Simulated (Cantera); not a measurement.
Feed: 1 mol HMDSO, 4.8 mol O₃, 13 mol NO, at 0.210 Torr.

Equilibrium computed with Cantera from the NASA thermochemical tables; the gas is ideal and each condensed phase is pure. Candidate condensed phases: C, C₆H₆, C₇H₈, C₈H₁₈, H₂O, Si, SiC, SiO₂, Si₂N₂O, Si₃N₄; 151 gas species. The feed counts by its element totals alone. Rates play no part. All values below are at 1100 K.

Base state: H₂O 0.388, N₂ 0.280, CO₂ 0.259, O₂ 0.0733, NO 2.99e-5 (mole fractions); condensed: SiO₂(β-quartz).

Q: What changes in the equilibrium state with this change: O₃ from 4.8 to 0.87 mol?

A: 
| species | before | after |
|---|---|---|
| N₂ | 0.280 | 0.302 |
| H₂ | 1.13e-7 | 0.234 |
| H₂O | 0.388 | 0.185 |
| CO | 7.63e-8 | 0.157 |
| O₂ | 0.0733 | <1e-9 |
| CO₂ | 0.259 | 0.122 |
| NO | 2.99e-5 | <1e-9 |
| SiO₂(β-quartz), mol | 2.00 | 2.00 |
